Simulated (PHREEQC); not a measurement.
1 kg of water holding 0.047 mol NaCl, 0.013 mol KCl, 0.0086 mol CaCl2 and 0.16 mol MgCl2 is evaporated at 90 °C; the solids stay in contact with the brine. CO2 from the air is kept out. Only these solids could form: Bischofite, Brucite, Carnallite, Halite, Portlandite, Sylvite, MgCl2_4H2O.

The series has 19 steps of water left (kg), from 1 to 0.0293.

Model: Pitzer model, pitzer.dat, run in PHREEQC.

**Question.** Which solids form, in which order, and at which step of the series does each first stand?

**Answer.** Halite from water left = 0.04335 kg (pH 3.13).

Constants without temperature data keep their 25 °C values here.
